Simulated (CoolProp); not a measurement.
Vapour-liquid equilibrium of propylene (1) + n-hexane (2) at 0.018 MPa; x and y are mole fractions of (1).

Computed with CoolProp (multi-fluid Helmholtz-energy mixture model, Lemmon 2013 and Thol 2019; pair parameters Bell 2016).

**Question.** Give the bubble temperature and the first vapour's composition at x = 0.05, 0.2, 0.35. Is there an azeotrope?

**Answer.** x = 0.05: 240.8 K, y = 0.956; x = 0.2: 216.2 K, y = 0.995; x = 0.35: 209.6 K, y = 0.998. No azeotrope shows between x = 0.05 and 0.95.

The pair parameters rest on a limited set of measurements; away from them the model extrapolates. The gap from Raoult's law changes sign with composition, which may be real or a fault of the pair parameters; it wasn't checked against measurements. With so large a gap from Raoult's law the liquid may split in two, which this calculation doesn't test in full.
